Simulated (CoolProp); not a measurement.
Chlorine along the isotherm 248.9 K: Z from the reference equation and from simpler models built on Tc = 416.9 K, pc = 76.42 bar, ω = 0.070; each cubic takes its own stable root.

Model: reference Helmholtz-energy equation of state, Thol 2021, in CoolProp.

| p (bar) | phase | reference |
|---|---|---|
| 0.363 | gas | 0.9918 |
| 0.825 | gas | 0.9812 |
| 1.88 | liquid | 0.004191 |
| 4.27 | liquid | 0.009517 |
| 9.73 | liquid | 0.02167 |
| 22.1 | liquid | 0.04915 |
| 50.4 | liquid | 0.1117 |
| 115 | liquid | 0.2532 |

Task: How far does each simpler model (Soave-Redlich-Kwong, Peng-Robinson) lie from the reference over these 8 states: mean and median of the absolute difference, and the worst?

Result: 
- Soave-Redlich-Kwong: mean 6.2 %, median 8.2 %, worst +8.3 % at 248.9 K and 1.88 bar
- Peng-Robinson: mean 3.2 %, median 4.1 %, worst -4.3 % at 248.9 K and 115 bar
